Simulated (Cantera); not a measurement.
What does this Cantera script print?

```python
import numpy as np
import cantera as ct

gas = ct.Solution("gri30.yaml")
gas.TPX = 1200, 29000, {'N2O': 1, 'N2': 1.1}
reactor = ct.IdealGasConstPressureReactor(gas, energy="off", clone=False)
net = ct.ReactorNet([reactor])
net.rtol, net.atol = 1e-08, 1e-18
show = ['N2O', 'NO', 'NO2', 'O', 'N2', 'O2']
times = np.geomspace(2e-05, 40, 14)

steps = ct.SolutionArray(gas, extra=["t"])
rows = []
print(f"{'t/s':>10s}{'T/K':>9s}{'P/Pa':>11s}" + "".join(f"{s:>11s}" for s in show))
for t in times:
    while net.time < t:
        t_next = net.step()
        steps.append(gas.state, t=t_next)
    rows.append([np.interp(t, steps.t, y) for y in (steps.T, steps.P, *steps(*show).X.T)])
    print(f"{t:10.3e}{rows[-1][0]:9.1f}{rows[-1][1]:11.4g}" + "".join(f"{x:11.3e}" for x in rows[-1][2:]))
rate = np.gradient(steps.T, steps.t)
print("integrator steps:", len(steps.t))
if steps.T.max() > steps.T[0] + 200:
    print(f"time of steepest temperature rise: {steps.t[rate.argmax()]:.4e} s")
gas.TPX = 1200, 29000, {'N2O': 1, 'N2': 1.1}
gas.equilibrate("TP")
print(f"equilibrium (TP): T = {gas.T:.1f} K  " + "  ".join(f"{s} {gas[s].X[0]:.3e}" for s in show))
```

Output:

```
       t/s      T/K       P/Pa        N2O         NO        NO2          O         N2         O2
 2.000e-05   1200.0    2.9e+04  4.762e-01  3.523e-08  5.188e-15  6.700e-07  5.238e-01  1.503e-07
 6.106e-05   1200.0    2.9e+04  4.762e-01  2.501e-07  2.614e-13  1.366e-06  5.238e-01  1.067e-06
 1.864e-04   1200.0    2.9e+04  4.762e-01  1.265e-06  6.685e-12  1.777e-06  5.238e-01  5.399e-06
 5.690e-04   1200.0    2.9e+04  4.761e-01  4.623e-06  8.897e-11  1.801e-06  5.238e-01  1.973e-05
 1.737e-03   1200.0    2.9e+04  4.760e-01  1.489e-05  9.170e-10  1.801e-06  5.239e-01  6.352e-05
 5.303e-03   1200.0    2.9e+04  4.756e-01  4.619e-05  8.598e-09  1.801e-06  5.241e-01  1.971e-04
 1.619e-02   1200.0    2.9e+04  4.745e-01  1.415e-04  7.458e-08  1.800e-06  5.247e-01  6.041e-04
 4.942e-02   1200.0    2.9e+04  4.711e-01  4.305e-04  5.562e-07  1.799e-06  5.266e-01  1.839e-03
 1.509e-01   1200.0    2.9e+04  4.609e-01  1.295e-03  3.016e-06  1.794e-06  5.323e-01  5.541e-03
 4.606e-01   1200.0    2.9e+04  4.313e-01  3.782e-03  1.113e-05  1.776e-06  5.487e-01  1.624e-02
 1.406e+00   1200.0    2.9e+04  3.545e-01  1.017e-02  3.222e-05  1.720e-06  5.913e-01  4.403e-02
 4.292e+00   1200.0    2.9e+04  2.048e-01  2.217e-02  7.252e-05  1.527e-06  6.745e-01  9.846e-02
 1.310e+01   1200.0    2.9e+04  5.233e-02  3.260e-02  1.102e-04  8.872e-07  7.602e-01  1.548e-01
 4.000e+01   1200.0    2.9e+04  2.972e-03  3.410e-02  1.518e-04  1.003e-07  7.889e-01  1.739e-01
integrator steps: 1092
equilibrium (TP): T = 1200.0 K  N2O 7.274e-09  NO 1.904e-04  NO2 1.653e-06  O 2.054e-08  N2 8.076e-01  O2 1.922e-01
```

Detailed kinetics in Cantera: GRI-Mech 3.0 (53 species, 325 reactions). GRI-Mech 3.0 was tuned for natural gas; its chemistry of N2O as a main component is partial and can be far from experiment. The mechanism lacks the step 2 NO + O2 → 2 NO2, which can matter for NO2 below about 1400 K. The temperature is held fixed by assumption; the heat of reaction is taken as removed at once.
